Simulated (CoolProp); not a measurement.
Vapour-liquid equilibrium of benzene (1) + octamethylcyclotetrasiloxane (D4) (2) at 0.115 MPa; x and y are mole fractions of (1).

Computed with CoolProp (multi-fluid Helmholtz-energy mixture model, Thol 2012 and Thol 2015; pair parameters Bell 2016).

| x | bubble temperature (K) | y at the bubble point | dew temperature at overall composition x (K) | liquid density (mol/L) |
|---|---|---|---|---|
| 0.05 | 443.9 | 0.248 | 452.1 | 2.715 |
| 0.2 | 415.8 | 0.709 | 446.1 | 3.252 |
| 0.35 | 395.5 | 0.878 | 439.2 | 3.885 |
| 0.5 | 382.1 | 0.942 | 431.0 | 4.666 |
| 0.65 | 372.7 | 0.971 | 420.7 | 5.694 |
| 0.8 | 365.4 | 0.988 | 406.4 | 7.142 |
| 0.95 | 359.2 | 0.998 | 379.9 | 9.343 |

No azeotrope shows between x = 0.05 and 0.95.

Pair parameters are fitted to limited data, so mixtures are less certain than the pure fluids.
